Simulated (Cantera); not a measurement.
Source: NASA polynomial tables (part measured, part estimated), evaluated in Cantera. Values are per mole of reaction as written; species without (g) are pure solids or liquids, kept so even where they would boil at 1 bar.

2 N(g) + 2 BF3(g) + 3 H2(g) = 6 HF(g) + 2 BN, with ΔH° = -811.2 kJ and ΔS° = -135.2 J/K at 300 K.

Problem. How far is the shortcut ΔG° ≈ ΔH°(300 K) − T·ΔS°(300 K) from the full temperature-dependent value at 1350, 1400, 1450, 1500, 1550, 1600, 1650, 1700, 1750, 1800, 1850 K?

Solution. 
```
T (K)  shortcut (kJ)  full (kJ)  difference (kJ)  difference in log10 K
-----  -------------  ---------  ---------------  ---------------------
1350          -628.7     -612.4            -16.4                   0.63
1400          -622.0     -604.4            -17.6                   0.66
1450          -615.2     -596.4            -18.8                   0.68
1500          -608.4     -588.4            -20.0                   0.70
1550          -601.7     -580.4            -21.2                   0.72
1600          -594.9     -572.4            -22.5                   0.73
1650          -588.2     -564.4            -23.8                   0.75
1700          -581.4     -556.4            -25.0                   0.77
1750          -574.6     -548.3            -26.3                   0.79
1800          -567.9     -540.3            -27.6                   0.80
1850          -561.1     -532.2            -28.9                   0.82
```
The shortcut ignores the heat-capacity change of the reaction.
